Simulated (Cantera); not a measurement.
Equilibrium for silicon carbide growth: SiH2Cl2 + CH4 + H2

Charge: 1 mol SiH2Cl2, 0.033 mol CH4, 770 mol H2, equilibrated at 2375 K and 46000 Pa.

These are equilibrium values from Cantera (NASA tables, ideal gas, pure condensed phases), not measurements of a reactor. Candidate condensed phases: C, C6H6, C7H8, C8H18, Si, SiC; 109 gas species. The tables' values for SiCl are old estimates; treat these amounts as uncertain. Gases not in the tables: Si2H6 and higher silanes. The numbers say what is thermodynamically allowed, not how fast it happens.

```
Item                                        Value
--------------------------------------  ---------
x(H2)                                       0.976
x(H)                                       0.0205
x(HCl)                                    0.00251
x(Si)                                    0.000904
x(SiH)                                   0.000195
x(SiH2)                                  0.000146
x(Cl)                                     3.77e-5
x(C2H2 (acetylene))                       1.48e-5
x(SiCl)                                   1.01e-5
gas amount                              780.9 mol
log10 activity of Si(l) (absent)            -0.63
log10 activity of C(graphite) (absent)      -1.31
```
